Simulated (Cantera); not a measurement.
**Equilibrium for carbothermic reduction: CuO + CO + H₂**

Feed: 1 mol CuO, 4.9 mol CO, 0.25 mol H₂, held at 64.0 Pa.

Equilibrium computed with Cantera from the NASA thermochemical tables; the gas is ideal and each condensed phase is pure. Candidate condensed phases: C, C₆H₆, C₇H₈, C₈H₁₈, Cu, CuO, Cu(OH)₂, Cu₂O, H₂O; 113 gas species. Equilibrium is a limit: real reactors are often held back by kinetics, nucleation or transport.

```csv
T (K),x CO,x CO₂,x Cu,x H₂,x H₂O,n Cu(s),n Cu(l)
1148,0.768,0.183,4.25e-6,0.0379,0.0107,1.000,0
1198,0.769,0.182,1.81e-5,0.0367,0.0119,1.000,0
1248,0.770,0.181,6.88e-5,0.0355,0.0130,1.000,0
1298,0.771,0.180,0.000235,0.0344,0.0141,0.999,0
1348,0.772,0.179,0.000732,0.0334,0.0151,0.996,0
1398,0.772,0.178,0.00203,0.0323,0.0161,0,0.990
1448,0.770,0.176,0.00518,0.0313,0.0170,0,0.973
1498,0.766,0.174,0.0124,0.0302,0.0177,0,0.935
1548,0.754,0.170,0.0281,0.0289,0.0182,0,0.851
1598,0.730,0.164,0.0603,0.0271,0.0183,0,0.669
1648,0.681,0.152,0.123,0.0246,0.0176,0,0.273
1698,0.651,0.145,0.162,0.0228,0.0174,0,0
1748,0.652,0.145,0.162,0.0222,0.0178,0,0
```
x: gas mole fraction; n: condensed amount in mol.

From 1148 K to 1348 K the condensed part is Cu(s). From 1398 K to 1648 K the condensed part is Cu(l). From 1698 K to 1748 K nothing is condensed. The main Cu-bearing gas is Cu throughout.
